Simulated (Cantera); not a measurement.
# Stirred combustor or abatement burner

A perfectly stirred reactor is fed with 27.0 % CO, 4.59 % H2, 14.4 % O2, 54.0 % N2, equivalence ratio 1.1, at 1580 Torr; it is adiabatic with a 300 K inlet, and is followed from long to short residence time, starting on the burning branch (τ in s: 0.39, 0.11, 0.033, 0.0094, 0.0027, 0.0008, 0.00023, 6.7e-05, 1.9e-05).

Computed with Cantera and GRI-Mech 3.0 (53 species, 325 reactions). The hydrogen kinetics of GRI-Mech 3.0 are dated; newer H2 mechanisms differ, most at raised pressure.

```csv
τ (s),T (K),x CO,x H2,x O2,x H2O,x NO2,x H2O2
0.39,2427,0.0524,0.00167,0.00788,0.0495,9.00e-7,3.86e-8
0.11,2419,0.0534,0.00171,0.00849,0.0494,8.75e-7,4.02e-8
0.033,2397,0.0563,0.00183,0.0102,0.0489,7.95e-7,4.47e-8
0.0094,2337,0.0639,0.00216,0.0143,0.0478,5.63e-7,5.78e-8
0.0027,2225,0.0770,0.00279,0.0211,0.0456,2.44e-7,9.30e-8
0.00080,2072,0.0927,0.00367,0.0289,0.0425,8.91e-8,1.76e-7
0.00023,1875,0.110,0.00465,0.0374,0.0385,4.99e-8,4.03e-7
6.7e-5,1609,0.137,0.00529,0.0515,0.0353,2.87e-8,1.27e-6
1.9e-5,300,0.270,0.0459,0.144,<1e-12,<1e-12,<1e-12
```
x: mole fraction; the columns are a selection and need not sum to one.
